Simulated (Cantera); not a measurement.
Feed: 1 mol Ti(OiPr)₄, 11 mol O₂, 46 mol H₂, held at 18.0 Pa.

Method: chemical equilibrium by Gibbs-energy minimisation in Cantera with the NASA 1993 tables (ideal gas, pure condensed phases). Candidate condensed phases: C, C₆H₆, C₇H₈, C₈H₁₈, H₂O, Ti, TiC, TiO, TiO₂, Ti₂O₃, Ti₃O₅, Ti₄O₇; 113 gas species. The feed counts by its element totals alone. Condensed phases not in the tables: Magnéli phases beyond Ti₄O₇. Equilibrium is a limit: real reactors are often held back by kinetics, nucleation or transport.

Q: What share of the Ti ends up in condensed phases as a function of T (°C), at 1325, 1375, 1425, 1475, 1525, 1575, 1625, 1675, 1725, 1775, 1825, 1875, 1925?

A: 
| T (°C) | Ti condensed (%) | as |
|---|---|---|
| 1325 | 100.0 | TiO₂(rutile) |
| 1375 | 100.0 | TiO₂(rutile) |
| 1425 | 100.0 | TiO₂(rutile) |
| 1475 | 100.0 | TiO₂(rutile) |
| 1525 | 99.9 | TiO₂(rutile) |
| 1575 | 99.6 | TiO₂(rutile) |
| 1625 | 98.7 | TiO₂(rutile) |
| 1675 | 96.5 | TiO₂(rutile) |
| 1725 | 91.6 | Ti₄O₇(l) |
| 1775 | 81.7 | Ti₄O₇(l) |
| 1825 | 61.0 | Ti₄O₇(l) |
| 1875 | 19.4 | Ti₄O₇(l) |
| 1925 | 0.0 | - |
